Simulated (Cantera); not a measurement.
Cantera run:

```python
import numpy as np
import cantera as ct

gas_names = [...]  # 148 gases of nasa_gas.yaml made of Al, C, H, N, O
cond_names = """
    AL(cr) AL(L) ALN(s) AL2O3(a) AL2O3(L) C(gr) C6H6(L) C7H8(L) C8H18(L),n-octa H2O(s) H2O(L)
""".split()


# ... load() reads the species with a 1 bar reference pressure and builds the phases ...
atoms = {
    'Al(CH3)3': {'AL': 1, 'C': 3, 'H': 9},
    'N2O': {'N': 2, 'O': 1},
    'H2': {'H': 2},
}
top_T = {'ALN(s)': 2750, 'C(gr)': 4500}  # K; cautious upper limits of use, not melting points


# ... equilibrate(T, P, feed) seeds the gas with the atoms and calls Mixture.equilibrate('TP', solver="vcs", rtol=1e-11, max_steps=5000) ...
results = []
T = 1923  # K
P = 4500  # Pa
for m in [11, 20, 37, 68, 130, 230, 430]:
    feed = {'Al(CH3)3': 1, 'N2O': 10, 'H2': m}  # mol
    mix = equilibrate(T, P, feed)
    results.append((T, P, feed, dict(zip(mix.species_names, mix.species_moles))))

top = {s: max(r[3][s] / sum(r[3][g] for g in gas_names) for r in results) for s in gas_names}
cols = sorted((s for s in top if top[s] > 1e-06), key=lambda s: -top[s])[:7]
seen = [c for c in cond_names if any(r[3].get(c, 0) > 1e-12 for r in results)]
print("log10 of partial pressures in bar; condensed amounts in mol")
print(f"{'n(H2)':>10s}" + "".join(f"{s[:9]:>10s}" for s in cols + seen))
for T, P, feed, n in results:
    ng = sum(n[g] for g in gas_names)
    print(f"{feed['H2']:10.4g}" + "".join(f"{np.log10(max(n[s] / ng * P / 1e5, 1e-99)):10.3f}" for s in cols)
          + "".join(f"{n.get(c, 0):10.4g}" for c in seen))
```

It prints:

```
log10 of partial pressures in bar; condensed amounts in mol
     n(H2)        H2        N2       H2O        CO       CO2         H        OH  AL2O3(a)
        11    -1.790    -1.802    -2.088    -2.373    -3.304    -3.921    -5.284       0.5
        20    -1.640    -1.922    -2.196    -2.472    -3.661    -3.846    -5.467       0.5
        37    -1.528    -2.084    -2.352    -2.622    -4.079    -3.790    -5.679       0.5
        68    -1.454    -2.280    -2.544    -2.811    -4.533    -3.753    -5.908       0.5
       130    -1.407    -2.516    -2.779    -3.044    -5.049    -3.729    -6.166       0.5
       230    -1.382    -2.741    -3.002    -3.267    -5.520    -3.717    -6.402    0.4999
       430    -1.367    -2.999    -3.259    -3.523    -6.048    -3.709    -6.667    0.4998
```

Method: chemical equilibrium by Gibbs-energy minimisation in Cantera with the NASA 1993 tables (ideal gas, pure condensed phases). The feed counts by its element totals alone.
